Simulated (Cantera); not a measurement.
# Premixed flame

A freely propagating, adiabatic, planar premixed flame of 23.9 % H2, 16.0 % O2, 60.1 % N2, equivalence ratio 0.75, unburnt at 450 K and 0.987 atm; mixture-averaged transport, grid criteria slope 0.08 and curve 0.16, no radiation.

Cantera simulation using the H2/O2 subset of GRI-Mech 3.0, which has no nitrogen chemistry; the numbers are that mechanism's predictions, not measurements. Burning velocities carry a grid error of a few per cent, more on coarse grids.

```json
[
 {"z (mm)": "-1.18", "T (K)": "450", "u (m/s)": "3.16", "x H2": "0.239", "x O2": "0.160", "x HO2": "<1e-8", "x H": "<1e-8", "x O": "<1e-8", "x OH": "<1e-8"},
 {"z (mm)": "-0.786", "T (K)": "450", "u (m/s)": "3.16", "x H2": "0.239", "x O2": "0.160", "x HO2": "<1e-8", "x H": "<1e-8", "x O": "<1e-8", "x OH": "<1e-8"},
 {"z (mm)": "-0.589", "T (K)": "450", "u (m/s)": "3.16", "x H2": "0.239", "x O2": "0.160", "x HO2": "<1e-8", "x H": "<1e-8", "x O": "<1e-8", "x OH": "<1e-8"},
 {"z (mm)": "-0.393", "T (K)": "450", "u (m/s)": "3.16", "x H2": "0.239", "x O2": "0.160", "x HO2": "4.34e-7", "x H": "<1e-8", "x O": "1.28e-8", "x OH": "<1e-8"},
 {"z (mm)": "-0.196", "T (K)": "476", "u (m/s)": "3.29", "x H2": "0.226", "x O2": "0.162", "x HO2": "0.000198", "x H": "1.85e-5", "x O": "3.61e-6", "x OH": "2.42e-5"},
 {"z (mm)": "-0.0982", "T (K)": "734", "u (m/s)": "4.91", "x H2": "0.184", "x O2": "0.157", "x HO2": "0.000277", "x H": "0.00263", "x O": "0.000224", "x OH": "0.000846"},
 {"z (mm)": "0", "T (K)": "1156", "u (m/s)": "7.52", "x H2": "0.106", "x O2": "0.124", "x HO2": "0.000117", "x H": "0.0167", "x O": "0.00362", "x OH": "0.00264"},
 {"z (mm)": "0.0982", "T (K)": "1457", "u (m/s)": "9.39", "x H2": "0.0447", "x O2": "0.0789", "x HO2": "6.03e-5", "x H": "0.0273", "x O": "0.00949", "x OH": "0.00759"},
 {"z (mm)": "0.196", "T (K)": "1617", "u (m/s)": "10.4", "x H2": "0.0252", "x O2": "0.0603", "x HO2": "3.90e-5", "x H": "0.0256", "x O": "0.0113", "x OH": "0.0110"},
 {"z (mm)": "0.393", "T (K)": "1778", "u (m/s)": "11.3", "x H2": "0.0190", "x O2": "0.0532", "x HO2": "2.61e-5", "x H": "0.0176", "x O": "0.00985", "x OH": "0.0133"},
 {"z (mm)": "0.786", "T (K)": "1924", "u (m/s)": "12.1", "x H2": "0.0146", "x O2": "0.0499", "x HO2": "1.69e-5", "x H": "0.00982", "x O": "0.00699", "x OH": "0.0137"},
 {"z (mm)": "1.57", "T (K)": "2043", "u (m/s)": "12.8", "x H2": "0.00964", "x O2": "0.0476", "x HO2": "9.89e-6", "x H": "0.00448", "x O": "0.00424", "x OH": "0.0125"},
 {"z (mm)": "3.14", "T (K)": "2125", "u (m/s)": "13.2", "x H2": "0.00529", "x O2": "0.0464", "x HO2": "5.58e-6", "x H": "0.00165", "x O": "0.00221", "x OH": "0.00991"}
]
```
x: mole fraction of selected species; z is measured from the peak of heat release.

The laminar burning velocity is 316 cm/s, the thermal thickness comes out as 0.393 mm and the peak x(HO2) comes out as 0.000398. The peak x(H) is 0.0277 and the peak x(O) is 0.0113. The peak x(OH) is 0.0138.
